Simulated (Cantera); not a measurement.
What does this Cantera script print?

```python
import numpy as np
import cantera as ct

gas = ct.Solution("gri30.yaml")
gas.TPX = 400, 810000, {'CH4': 1, 'O2': 2, 'N2': 9.2}
flame = ct.FreeFlame(gas, width=0.0092)
flame.set_refine_criteria(ratio=3, slope=0.08, curve=0.16)
flame.transport_model = "mixture-averaged"
flame.solve(loglevel=0, auto=True)
flame.transport_model = "multicomponent"
flame.soret_enabled = True
flame.solve(loglevel=0, refine_grid=True)
z, T = flame.grid, flame.T
thick = (T[-1] - T[0]) / np.gradient(T, z).max()
show = ['CH4', 'O2', 'NO', 'CO', 'N2O', 'CH2O']
print(f"laminar burning velocity  {flame.velocity[0] * 100:.3f} cm/s")
print(f"burnt temperature         {T[-1]:.1f} K")
print(f"thermal thickness         {thick * 1e3:.4f} mm")
print(f"grid points               {len(z)}")
z0 = z[flame.heat_release_rate.argmax()]
print(f"{'z/mm':>9s}{'T/K':>9s}{'u/(m/s)':>9s}" + "".join(f"{s:>11s}" for s in show))
rows = []
for k in (-3, -2, -1.5, -1, -0.5, -0.25, 0, 0.25, 0.5, 1, 2, 4, 8):
    zz = z0 + k * thick
    rows.append([k * thick, np.interp(zz, z, T), np.interp(zz, z, flame.velocity),
                 *(np.interp(zz, z, flame.X[gas.species_index(s)]) for s in show)])
    print(f"{rows[-1][0] * 1e3:9.3f}{rows[-1][1]:9.1f}{rows[-1][2]:9.3f}" + "".join(f"{x:11.3e}" for x in rows[-1][3:]))
```

It prints:

```
laminar burning velocity  14.191 cm/s
burnt temperature         2137.6 K
thermal thickness         0.1631 mm
grid points               128
     z/mm      T/K  u/(m/s)        CH4         O2         NO         CO        N2O       CH2O
   -0.489    400.8    0.142  8.182e-02  1.639e-01  3.671e-10  8.426e-06  2.496e-11  2.177e-07
   -0.326    408.7    0.145  8.097e-02  1.635e-01  4.619e-09  9.823e-05  4.505e-10  3.766e-06
   -0.245    434.3    0.154  7.879e-02  1.621e-01  2.337e-08  4.201e-04  2.490e-09  2.025e-05
   -0.163    564.8    0.201  7.060e-02  1.532e-01  2.421e-07  2.300e-03  1.964e-08  1.509e-04
   -0.082   1033.8    0.371  4.547e-02  1.121e-01  4.084e-06  1.067e-02  1.250e-07  8.086e-04
   -0.041   1427.4    0.514  2.325e-02  7.240e-02  1.170e-05  1.885e-02  2.479e-07  9.541e-04
    0.000   1820.6    0.656  3.002e-03  2.940e-02  2.170e-05  2.416e-02  4.130e-07  2.577e-04
    0.041   1972.9    0.707  2.566e-05  1.242e-02  3.198e-05  1.527e-02  5.813e-07  5.697e-06
    0.082   2029.3    0.725  1.616e-07  8.503e-03  3.638e-05  1.006e-02  6.024e-07  4.442e-08
    0.163   2077.9    0.741  5.030e-11  5.796e-03  4.023e-05  6.640e-03  5.103e-07  7.749e-11
    0.326   2109.8    0.751  1.607e-14  4.013e-03  4.398e-05  4.459e-03  3.611e-07  2.652e-11
    0.653   2127.5    0.757 -3.556e-16  2.982e-03  4.816e-05  3.094e-03  2.429e-07  1.258e-11
    1.305   2135.3    0.759 -2.491e-16  2.510e-03  5.383e-05  2.432e-03  1.874e-07  7.793e-12
```

Cantera simulation using GRI-Mech 3.0 (53 species, 325 reactions); the numbers are that mechanism's predictions, not measurements. Burning velocities carry a grid error of a few per cent, more on coarse grids.
